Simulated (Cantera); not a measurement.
Input: 1 mol SiH2Cl2, 0.25 mol C2H4, 130 mol H2, equilibrated at 1598.15 K and 0.00133 bar.

These are equilibrium values from Cantera (NASA tables, ideal gas, pure condensed phases), not measurements of a reactor. Mutual solubility and eutectic melting of coexisting phases are not modelled. The tables' values for SiCl are old estimates; treat these amounts as uncertain. The numbers say what is thermodynamically allowed, not how fast it happens.

```csv
species,before,after
H2,0.984,0.920
H,0.00145,0.0596
HCl,0.0137,0.0138
Si,7.04e-5,0.00471
C2H2 (acetylene),2.90e-9,0.000639
SiC2,<1e-9,0.000160
Si2C,2.21e-7,0.000159
Cl,1.60e-5,0.000660
SiH,5.59e-6,9.98e-5
SiCl2,0.000660,3.78e-5
"Si(s), mol",0.400,0
"SiC(s), mol",0.500,0.258
```
Gas species are given as mole fractions.

### Question
Name the change that produced these shifts.
A) temperature from 1598.15 K to 1150 K
B) SiH2Cl2 replaced by CH3SiCl3
C) temperature from 1598.15 K to 1548 K
D) temperature from 1598.15 K to 2050 K

### Answer
D, temperature from 1598.15 K to 2050 K. Gases not in the tables: Si2H6 and higher silanes
